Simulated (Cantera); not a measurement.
Thermodynamics of silicon epitaxy and polysilicon growth, feed Si3H8 + HCl + H2

Feed: 1 mol Si3H8, 0.046 mol HCl, 450 mol H2, at 1748 K and 2.50 mbar.

Equilibrium computed with Cantera from the NASA thermochemical tables; the gas is ideal and each condensed phase is pure. Candidate condensed phases: Si; 19 gas species. The feed counts by its element totals alone. Gases not in the tables: Si2H6 and higher silanes. The numbers say what is thermodynamically allowed, not how fast it happens.

```json
{
 "x(H2)": "0.995",
 "x(H)": "0.00456",
 "x(Si)": "0.000582",
 "x(HCl)": "0.000100",
 "x(SiH)": "3.86e-5",
 "x(SiH2)": "2.04e-5",
 "x(Si2)": "2.99e-6",
 "n(Si(l))": "2.70 mol",
 "gas_amount": "455.4 mol"
}
```
